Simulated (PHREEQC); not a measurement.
LiOH is added in steps, without added water, to 1 kg of water holding 0.97 mmol/kgw H2SO4, 0.61 mmol/kgw NiSO4 and 5.5 mmol/kgw MgSO4, at 74 °C. Oxygen is held at 0.21 atm. CO2 is held at log p = -3.4 (atm). The run lets Brucite, Nesquehonite, Ni(OH)2, NiCO3, Ni4(OH)6SO4, Epsomite, Morenosite precipitate or redissolve, and no other solid.

Base run: PHREEQC, ion-association model, wateq4f.dat. Each further column changes one thing. The table gives C in solution (mol/kgw).

```
LiOH added (mol)      base  temperature from 74 to 70 °C  diluted 5-fold with water  NiSO4 from 0.00061 to 0.0061 mol/kgw
----------------  --------  ----------------------------  -------------------------  ------------------------------------
0                  5.38e-6                       5.66e-6                    5.40e-6                               5.36e-6
0.003333          0.000820                      0.000832                    0.00188                              0.000685
0.006667           0.00163                       0.00197                    0.00377                               0.00236
0.01               0.00193                       0.00233                    0.00616                               0.00406
0.01333            0.00251                       0.00298                    0.00855                               0.00584
0.01667            0.00376                       0.00420                     0.0109                               0.00749
0.02               0.00574                       0.00607                     0.0131                               0.00791
```

Away from 25 °C the constants follow the database's enthalpies or fits; those with neither stay at their 25 °C values. The database's nickel carbonate constants are estimates that later reviews lower a good deal.
